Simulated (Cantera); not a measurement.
A closed system holds: 1 mol Al(CH3)3, 1.6 mol N2O, 1.5 mol N2, at 1723 K and 100 Torr.

Method: chemical equilibrium by Gibbs-energy minimisation in Cantera with the NASA 1993 tables (ideal gas, pure condensed phases). Candidate condensed phases: Al, AlN, Al2O3, C, C6H6, C7H8, C8H18, H2O; 148 gas species. The feed counts by its element totals alone. Kinetics and transport are ignored.

Base state: H2 0.516, N2 0.298, CO 0.184, HCN 0.00163, H 0.000359, HNC 5.15e-5, C2H2 (acetylene) 4.67e-5, CH4 3.57e-5 (mole fractions); condensed: AlN(s) + C(graphite).

What changes in the equilibrium state with this change: Al(CH3)3 replaced by Al?


```csv
species,before,after
N2,0.298,0.984
O2,<1e-9,0.0154
NO,<1e-9,0.000956
H2,0.516,0
CO,0.184,0
HCN,0.00163,0
H,0.000359,0
"AlN(s), mol",1.000,0
"C(graphite), mol",1.38,0
"Al2O3(s), mol",0,0.500
```
